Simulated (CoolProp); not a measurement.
The fluid at 483.38 K and 5.93 MPa is throttled through a valve to 2.16 MPa with no heat exchange. The same conditions are run with several fluids, on thermodynamics alone (safety and materials aside).

Model: reference Helmholtz-energy equation of state of each fluid (n-pentane: Thol 2019; dimethyl ether: Wu 2011; c-C4F8 (RC318): Platzer 1990; n-butane: Bücker 2006; R407C: Lemmon 2003), in CoolProp. The equations of Platzer and Polt are older, rougher fits. Blends and air are pseudo-pure fits.

Problem. Rank n-pentane, dimethyl ether, c-C4F8 (RC318), n-butane, R407C by temperature change (K), highest first.

Solution. R407C (-17.5), c-C4F8 (RC318) (-19.5), dimethyl ether (-23.2), n-butane (-33.1), n-pentane (-42.1)

| fluid | final phase | final density (kg/m³) |
|---|---|---|
| n-pentane | two-phase, vapour fraction 0.735 | 90.0 |
| dimethyl ether | gas | 28.8 |
| c-C4F8 (RC318) | gas | 131 |
| n-butane | gas | 40.9 |
| R407C | gas | 51.4 |
